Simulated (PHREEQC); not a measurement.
Dissolve 0.12 mol KOH, 0.0016 mol Al(NO3)3 and 0.00042 mol CO2 per kg of water at 16 °C. Closed to the air; pH follows from the charge balance.

The numbers come from PHREEQC with the ion-association model, phreeqc.dat.

Precipitation was switched off in this run.

Q: Predict the pH.

A: pH 13.24.
